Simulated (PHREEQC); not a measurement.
A PHREEQC input (ion-association model, wateq4f.dat):

```
SOLUTION 1
  temp 35
  units mg/L
  pH 12.5
  pe 9
  Na 0.961
  K 0.0544
  Ca 5.31
  Mg 0.219
  Cl 2.05
  S(6) 9.78 as SO4
  Alkalinity 4.12 as HCO3
  Ba 0.00698
  Ni 0.00324
  F 0.0216
END
USE solution 1
EQUILIBRIUM_PHASES 1
  Quartz 0 0.5
  CO2(g) -2 10
END
```

It stops with these messages:

```
WARNING: Maximum iterations exceeded, 100
WARNING: Maximum iterations exceeded, 100
WARNING: The program has failed to converge to a numerical solution.
ERROR:           Alkalinity has not converged. Total: 6.755770e-05	Calculated: 1.544157e-03	Residual: -1.476599e-03
ERROR: Is non-carbonate alkalinity greater than total alkalinity?
ERROR:                   Ba has not converged. Total: 5.085127e-08	Calculated: 5.405357e-08	Residual: -3.202299e-09
ERROR:                   Ca has not converged. Total: 1.325593e-04	Calculated: 1.113439e-04	Residual: 2.121543e-05
ERROR:                   Cl has not converged. Total: 5.785545e-05	Calculated: 6.277589e-05	Residual: -4.920438e-06
ERROR:                    F has not converged. Total: 1.137575e-06	Calculated: 1.235927e-06	Residual: -9.835179e-08
ERROR:                    K has not converged. Total: 1.392013e-06	Calculated: 1.510572e-06	Residual: -1.185592e-07
ERROR:                   Mg has not converged. Total: 9.012948e-06	Calculated: 4.726190e-07	Residual: 8.540329e-06
ERROR:                   Na has not converged. Total: 4.182458e-05	Calculated: 4.504529e-05	Residual: -3.220703e-06
ERROR:                   Ni has not converged. Total: 5.521745e-08	Calculated: 1.170882e-09	Residual: 5.404657e-08
ERROR:                 S(6) has not converged. Total: 1.018642e-04	Calculated: 1.167091e-04	Residual: -1.484487e-05
ERROR:                   Mu Ionic strength has not converged. 	Residual: 6.778238e-02
ERROR:               A(H2O) Activity of water has not converged. 	Residual: -9.734833e-01
ERROR: Model failed to converge for initial solution  1.
```

Q: Why does the run stop?

A: The fault: pH typed as 12.5 with the alkalinity kept. The line should read `pH 6.22` where the input has `pH 12.5`. With the mend the run ends at pH 5.72 and ionic strength 0.000563 mol/kgw.
